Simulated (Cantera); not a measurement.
A freely propagating, adiabatic, planar premixed flame of CO : H2 : CH4 : O2 : N2 : H2O = 1 : 0.19 : 1 : 2.16 : 8.65 : 3.8 (molar parts), equivalence ratio 1.2, unburnt at 423 K and 750 Torr; mixture-averaged transport, grid criteria slope 0.08 and curve 0.16, no radiation.

Cantera simulation using GRI-Mech 3.0 (53 species, 325 reactions); the numbers are that mechanism's predictions, not measurements. Burning velocities carry a grid error of a few per cent, more on coarse grids.

x: mole fraction of selected species; z is measured from the peak of heat release.

```csv
z (mm),T (K),u (m/s),x CO,x H2,x CH4,x H,x CH3,x NO2
-2.46,424,0.263,0.0595,0.0123,0.0594,<1e-8,<1e-8,<1e-8
-1.64,429,0.267,0.0594,0.0138,0.0591,<1e-8,<1e-8,<1e-8
-1.23,446,0.278,0.0592,0.0155,0.0583,<1e-8,<1e-8,2.65e-8
-0.819,542,0.339,0.0590,0.0186,0.0541,<1e-8,1.68e-7,1.71e-7
-0.409,940,0.593,0.0590,0.0229,0.0364,1.23e-5,5.72e-5,2.50e-7
-0.205,1277,0.806,0.0590,0.0251,0.0197,0.000182,0.000483,3.55e-8
0,1580,0.993,0.0550,0.0260,0.00434,0.00145,0.000764,<1e-8
0.205,1702,1.06,[?],0.0249,[?],[?],[?],<1e-8
0.409,1742,1.08,0.0336,0.0250,9.13e-6,0.00369,4.18e-6,<1e-8
0.819,1777,1.10,0.0283,0.0257,[?],[?],[?],<1e-8
1.64,1806,1.11,0.0273,0.0256,<1e-8,0.00189,<1e-8,<1e-8
3.28,1825,1.12,0.0273,0.0253,<1e-8,0.00104,<1e-8,<1e-8
6.55,1834,1.13,0.0274,0.0252,<1e-8,0.000515,<1e-8,<1e-8
```

### Question
What belongs in the gaps?

### Answer

- 0.205, x CO: 0.0425
- 0.205, x CH4: 0.000255
- 0.205, x H: 0.00334
- 0.205, x CH3: 9.38e-5
- 0.819, x CH4: 2.93e-8
- 0.819, x H: 0.00296
- 0.819, x CH3: 1.61e-8
